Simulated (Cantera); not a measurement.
A closed system holds: 1 mol CH3SiCl3, 0.025 mol C2H4, a varied amount of H2, at 1423 K and 100000 Pa.

Equilibrium computed with Cantera from the NASA thermochemical tables; the gas is ideal and each condensed phase is pure. Candidate condensed phases: C, C6H6, C7H8, C8H18, Si, SiC; 109 gas species. The feed counts by its element totals alone. The tables' values for SiCl3 are old estimates; treat these amounts as uncertain. The numbers say what is thermodynamically allowed, not how fast it happens.

x: gas mole fraction; n: condensed amount in mol.

```
n(H2) (mol)   x H2   x HCl       x CH4   x SiCl4  n C(graphite)  n SiC(s)
-----------  -----  ------  ----------  --------  -------------  --------
21           0.874   0.122  (withheld)  0.000328        0.00281     0.977
31           0.911  0.0868  (withheld)  0.000122              0     0.982
47           0.939  0.0593  (withheld)   4.06e-5              0     0.985
70           0.958  0.0407  (withheld)   1.35e-5              0     0.987
110          0.973  0.0263  (withheld)   3.75e-6              0     0.988
160          0.981  0.0183  (withheld)   1.26e-6              0     0.989
240          0.987  0.0123  (withheld)   3.85e-7              0     0.989
```

Complete the blanks.


- 21, x CH4: 0.00291
- 31, x CH4: 0.00199
- 47, x CH4: 0.00129
- 70, x CH4: 0.000862
- 110, x CH4: 0.000546
- 160, x CH4: 0.000375
- 240, x CH4: 0.000250
